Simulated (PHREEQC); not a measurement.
0.13 g of hydrous ferric oxide (600 m²/g; 0.2 weak and 0.005 strong sites per Fe, Dzombak-Morel constants, diffuse double layer) in 1 kg of water with 0.001 mol/kgw of an inert sodium salt and 5.5e-06 mol/kgw NaH2PO4, at 25 °C; the pH is set by adding NaOH or the inert anion's acid. Oxygen alone is held at its pressure in air (log pO2 = -0.68). CO2 from the air is kept out. No solid was allowed to form.

The series has 17 steps of pH, from 3 to 11.

The numbers come from PHREEQC with the ion-association model, wateq4f.dat.

Task: Near which pH is half of the P sorbed, and on which side is more sorbed?

Result: Near pH 9.0, with more sorbed at lower pH.

Complexes and solids missing from the database can't appear. H3PO4, which wateq4f.dat lacks, is added to it with the constant of phreeqc.dat. The oxide is taken as insoluble; below pH 4 it would dissolve.
